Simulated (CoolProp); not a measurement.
Properties of carbon dioxide along the isotherm -51.55 °C.

Values from CoolProp's reference Helmholtz-energy equation of state, Span 1996.

| p (bar) | phase | speed of sound (m/s) | Joule-Thomson coefficient (K/MPa) | expansivity (1/kK) | viscosity (µPa s) | Prandtl number | fugacity coefficient |
|---|---|---|---|---|---|---|---|
| 0.117 | gas | 235.9 | 24.42 | 4.536 | 11.2 | 0.775 | 0.9985 |
| 0.188 | gas | 235.7 | 24.41 | 4.551 | 11.2 | 0.776 | 0.9975 |
| 0.304 | gas | 235.5 | 24.41 | 4.574 | 11.2 | 0.778 | 0.9960 |
| 0.492 | gas | 235.2 | 24.40 | 4.613 | 11.2 | 0.781 | 0.9935 |
| 0.795 | gas | 234.6 | 24.39 | 4.677 | 11.2 | 0.786 | 0.9895 |
| 1.28 | gas | 233.7 | 24.39 | 4.783 | 11.2 | 0.795 | 0.9831 |
| 2.07 | gas | 232.2 | 24.40 | 4.965 | 11.2 | 0.809 | 0.9727 |
| 3.35 | gas | 229.7 | 24.44 | 5.291 | 11.2 | 0.835 | 0.9558 |
| 5.41 | gas | 225.5 | 24.54 | 5.917 | 11.1 | 0.881 | 0.9286 |
| 8.75 | liquid | 941.1 | -0.1265 | 3.211 | 233 | 2.68 | 0.6732 |
| 14.1 | liquid | 944.3 | -0.1289 | 3.188 | 235 | 2.68 | 0.4224 |
| 22.8 | liquid | 949.4 | -0.1326 | 3.152 | 236 | 2.68 | 0.2659 |
| 36.9 | liquid | 957.6 | -0.1384 | 3.096 | 239 | 2.68 | 0.1691 |

Viscosity comes from a separate model (Laesecke 2017). Thermal conductivity comes from a separate model (Huber 2016).
